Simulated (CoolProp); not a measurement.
The fluid at 783.21 K and 2.29 MPa (gas) is heated at constant pressure to 937.1 K. The same conditions are run with several fluids, on thermodynamics alone (safety and materials aside).

Model: reference Helmholtz-energy equation of state of each fluid (water: Wagner 2002; oxygen: Schmidt 1985; nitrogen: Span 2000; carbon dioxide: Span 1996; dry air: Lemmon 2000), in CoolProp. Blends and air are pseudo-pure fits.

```
fluid           heat (kJ/kg)  final density (kg/m³)
--------------  ------------  ---------------------
water                    346                   5.34
oxygen                   165                   9.35
nitrogen                 175                   8.17
carbon dioxide           184                   12.9
dry air                  172                   8.45
```

Above 300 K oxygen's equation is extrapolated.
